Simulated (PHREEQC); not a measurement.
# Polishing slurry liquid (model solution)

Dissolve 0.047 mol/kgw TMAH at 15 °C. Closed to the air; pH follows from the charge balance.

Equilibrium calculation in PHREEQC: ion-association model, phreeqc.dat.

```json
{
 "pH": "12.93",
 "ionic_strength": "0.0470 mol/kgw",
 "total_alkalinity": "47.0 meq/kg"
}
```

```csv
species,molality,activity,log γ
OH-,0.0470,0.0384,-0.087
(CH3)4N+,0.0470,0.0387,-0.085
```

This is a speciation only: nothing precipitates in the calculation. Species that the database lacks are ignored. (CH3)4N+ isn't in the database: it is added as a free cation with an ion size of 4 Å.
